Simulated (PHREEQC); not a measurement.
Solution (20 °C): 7 mmol/kgw HCl, 0.075 mmol/kgw CaCl2 and 0.11 mmol/kgw CuCl2. Closed to the air; pH follows from the charge balance.

All values are PHREEQC results (ion-association model, wateq4f.dat), not measurements.

| quantity | before | after |
|---|---|---|
| pH | 2.19 | 2.19 |
| CuCl+ (mol/kgw) | 1.19e-6 | 1.35e-6 |
| CuCl2 (mol/kgw) | 3.70e-9 | 4.89e-9 |
| CuOH+ (mol/kgw) | 1.30e-10 | 1.28e-10 |
| SI of Tenorite (CuO) | -7.54 | -7.55 |
| SI of Cu(OH)2 (Cu(OH)2) | -8.56 | -8.57 |

Question: Name the change that produced these shifts.
(A) HCl from 0.007 to 0.0035 mol/kgw
(B) HCl from 0.007 to 0.014 mol/kgw
(C) temperature from 20 to 60 °C
(D) CuCl2 from 0.00011 to 9.9e-05 mol/kgw
(E) CaCl2 from 7.5e-05 to 0.00075 mol/kgw

Answer: E, CaCl2 from 7.5e-05 to 0.00075 mol/kgw

This is a speciation only: nothing precipitates in the calculation.
